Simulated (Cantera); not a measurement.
A perfectly stirred reactor is fed with 7.56 % CH4, 0.295 % C2H6, 1.59 % C3H8, 18.5 % O2, 69.7 % N2, 2.34 % H2O, equivalence ratio 1.3, at 16.8 atm; it is adiabatic with a 800 K inlet, and is followed from long to short residence time, starting on the burning branch (τ in s: 0.07, 0.036, 0.018, 0.0093, 0.0048, 0.0024, 0.0012, 0.00063, 0.00032, 0.00017, 8.5e-05).

Cantera simulation using GRI-Mech 3.0 (53 species, 325 reactions); the numbers are that mechanism's predictions, not measurements. GRI-Mech 3.0 was tuned for natural gas; its chemistry of propane as a main component is partial and can be far from experiment. The pressure lies above the range GRI-Mech 3.0 was tuned for (to about 10 atm).

x: mole fraction; the columns are a selection and need not sum to one.

```json
[
 {"τ (s)": "0.070", "T (K)": "2412", "x CH4": "4.96e-6", "x C2H6": "1.80e-9", "x C3H8": "9.20e-9", "x HCN": "5.79e-7", "x CO2": "0.0547", "x O": "1.11e-5", "x C2H": "2.17e-9"},
 {"τ (s)": "0.036", "T (K)": "2412", "x CH4": "9.26e-6", "x C2H6": "3.51e-9", "x C3H8": "1.77e-8", "x HCN": "1.06e-6", "x CO2": "0.0547", "x O": "1.15e-5", "x C2H": "4.16e-9"},
 {"τ (s)": "0.018", "T (K)": "2411", "x CH4": "1.72e-5", "x C2H6": "7.03e-9", "x C3H8": "3.50e-8", "x HCN": "2.04e-6", "x CO2": "0.0547", "x O": "1.24e-5", "x C2H": "8.13e-9"},
 {"τ (s)": "0.0093", "T (K)": "2410", "x CH4": "2.99e-5", "x C2H6": "1.36e-8", "x C3H8": "6.62e-8", "x HCN": "3.80e-6", "x CO2": "0.0547", "x O": "1.39e-5", "x C2H": "1.52e-8"},
 {"τ (s)": "0.0048", "T (K)": "2408", "x CH4": "4.99e-5", "x C2H6": "2.65e-8", "x C3H8": "1.24e-7", "x HCN": "6.92e-6", "x CO2": "0.0546", "x O": "1.62e-5", "x C2H": "2.81e-8"},
 {"τ (s)": "0.0024", "T (K)": "2406", "x CH4": "8.15e-5", "x C2H6": "5.31e-8", "x C3H8": "2.38e-7", "x HCN": "1.25e-5", "x CO2": "0.0546", "x O": "2.00e-5", "x C2H": "5.25e-8"},
 {"τ (s)": "0.0012", "T (K)": "2402", "x CH4": "0.000128", "x C2H6": "1.07e-7", "x C3H8": "4.49e-7", "x HCN": "2.13e-5", "x CO2": "0.0544", "x O": "2.58e-5", "x C2H": "9.66e-8"},
 {"τ (s)": "0.00063", "T (K)": "2398", "x CH4": "0.000190", "x C2H6": "2.04e-7", "x C3H8": "8.06e-7", "x HCN": "3.35e-5", "x CO2": "0.0542", "x O": "3.37e-5", "x C2H": "1.68e-7"},
 {"τ (s)": "0.00032", "T (K)": "2391", "x CH4": "[?]", "x C2H6": "[?]", "x C3H8": "[?]", "x HCN": "[?]", "x CO2": "0.0539", "x O": "[?]", "x C2H": "[?]"},
 {"τ (s)": "0.00017", "T (K)": "2381", "x CH4": "0.000417", "x C2H6": "7.88e-7", "x C3H8": "2.63e-6", "x HCN": "7.33e-5", "x CO2": "0.0533", "x O": "6.06e-5", "x C2H": "4.97e-7"},
 {"τ (s)": "8.5e-5", "T (K)": "2366", "x CH4": "[?]", "x C2H6": "[?]", "x C3H8": "[?]", "x HCN": "[?]", "x CO2": "0.0522", "x O": "[?]", "x C2H": "[?]"}
]
```

Some entries are withheld; supply them.


- 0.00032, x CH4: 0.000285
- 0.00032, x C2H6: 4.07e-7
- 0.00032, x C3H8: 1.48e-6
- 0.00032, x HCN: 5.14e-5
- 0.00032, x O: 4.55e-5
- 0.00032, x C2H: 2.96e-7
- 8.5e-5, x CH4: 0.000653
- 8.5e-5, x C2H6: 1.69e-6
- 8.5e-5, x C3H8: 5.01e-6
- 8.5e-5, x HCN: 0.000101
- 8.5e-5, x O: 8.21e-5
- 8.5e-5, x C2H: 8.73e-7
